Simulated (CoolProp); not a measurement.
Vapour-liquid equilibrium of n-hexane (1) + toluene (2) at 0.626 MPa; x and y are mole fractions of (1).

Model: multi-fluid Helmholtz-energy mixture model, Thol 2019 and Lemmon 2006; pair parameters Bell 2016, in CoolProp.

```json
[
 {"x": "0.05", "bubble temperature, mixture model (°C)": "185.0", "bubble temperature, Raoult's law (°C)": "186.2", "y, mixture model": "0.121", "y, Raoult's law": "0.115"},
 {"x": "0.125", "bubble temperature, mixture model (°C)": "178.5", "bubble temperature, Raoult's law (°C)": "180.9", "y, mixture model": "0.269", "y, Raoult's law": "0.264"},
 {"x": "0.2", "bubble temperature, mixture model (°C)": "173.0", "bubble temperature, Raoult's law (°C)": "176.0", "y, mixture model": "0.387", "y, Raoult's law": "0.388"},
 {"x": "0.275", "bubble temperature, mixture model (°C)": "168.3", "bubble temperature, Raoult's law (°C)": "171.5", "y, mixture model": "0.482", "y, Raoult's law": "0.494"},
 {"x": "0.35", "bubble temperature, mixture model (°C)": "164.2", "bubble temperature, Raoult's law (°C)": "167.4", "y, mixture model": "0.562", "y, Raoult's law": "0.583"},
 {"x": "0.425", "bubble temperature, mixture model (°C)": "160.5", "bubble temperature, Raoult's law (°C)": "163.5", "y, mixture model": "0.631", "y, Raoult's law": "0.660"},
 {"x": "0.5", "bubble temperature, mixture model (°C)": "157.3", "bubble temperature, Raoult's law (°C)": "159.9", "y, mixture model": "0.692", "y, Raoult's law": "0.726"},
 {"x": "0.575", "bubble temperature, mixture model (°C)": "154.3", "bubble temperature, Raoult's law (°C)": "156.5", "y, mixture model": "0.746", "y, Raoult's law": "0.784"},
 {"x": "0.65", "bubble temperature, mixture model (°C)": "151.6", "bubble temperature, Raoult's law (°C)": "153.3", "y, mixture model": "0.796", "y, Raoult's law": "0.834"},
 {"x": "0.725", "bubble temperature, mixture model (°C)": "149.0", "bubble temperature, Raoult's law (°C)": "150.3", "y, mixture model": "0.843", "y, Raoult's law": "0.878"},
 {"x": "0.8", "bubble temperature, mixture model (°C)": "146.6", "bubble temperature, Raoult's law (°C)": "147.5", "y, mixture model": "0.888", "y, Raoult's law": "0.917"},
 {"x": "0.875", "bubble temperature, mixture model (°C)": "144.3", "bubble temperature, Raoult's law (°C)": "144.9", "y, mixture model": "0.931", "y, Raoult's law": "0.951"},
 {"x": "0.95", "bubble temperature, mixture model (°C)": "142.1", "bubble temperature, Raoult's law (°C)": "142.3", "y, mixture model": "0.973", "y, Raoult's law": "0.982"}
]
```

The largest gap from Raoult's law is -3.2 K in bubble temperature, at x = 0.275. No azeotrope shows between x = 0.05 and 0.95.

The pair parameters rest on a limited set of measurements; away from them the model extrapolates.
